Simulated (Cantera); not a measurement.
Source: NASA polynomial tables (part measured, part estimated), evaluated in Cantera. Values are per mole of reaction as written; species without (g) are pure solids or liquids, kept so even where they would boil at 1 bar.

### Question
Between 823 and 1223 K, where is each reaction favourable under standard conditions?
- 3 H₂(g) + N₂(g) ⇌ 2 NH₃(g)
- 4 Cr + N₂(g) ⇌ 2 Cr₂N

### Answer
- 3 H₂(g) + N₂(g) ⇌ 2 NH₃(g): ΔG° is 83 kJ at 823 K and 176 kJ at 1223 K; it stays positive (K < 1). ΔH° is -112 kJ and ΔS° -236 J/K at 1223 K.
- 4 Cr + N₂(g) ⇌ 2 Cr₂N: ΔG° is -127 kJ at 823 K and -73 kJ at 1223 K; it stays negative (K > 1). ΔH° is -234 kJ and ΔS° -131 J/K at 1223 K.
